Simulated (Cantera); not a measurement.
An isothermal plug-flow reactor at 525 K and 0.671 atm (inlet), inlet velocity 0.085 m/s, active area per volume 1300 1/m; feed CO : O2 : N2 : H2O = 0.0093 : 0.032 : 0.79 : 0.098 (molar parts), equivalence ratio 0.15.

Computed with Cantera and Deutschmann's 1995 Pt surface mechanism with GRI-Mech 3.0 gas chemistry. Catalytic surfaces can have several steady states; this one follows from the mechanism file's or the stated starting coverage. Mass transfer to the wall is taken as infinitely fast.

Problem. Predict: x(CO) at z = 0.021 m; x(O2) at z = 0.021 m; x(H2O) at z = 0.021 m; x(CO2) at z = 0.021 m; θ(free Pt) at the exit; θ(O*) at the exit; θ(CO*) at the exit.

Solution. 
| Item | Result |
|---|---|
| x(CO) at z = 0.021 m | 0.00945 |
| x(O2) at z = 0.021 m | 0.0342 |
| x(H2O) at z = 0.021 m | 0.105 |
| x(CO2) at z = 0.021 m | 0.000564 |
| θ(free Pt) at the exit | 0.00170 |
| θ(O*) at the exit | 0.00294 |
| θ(CO*) at the exit | 0.995 |
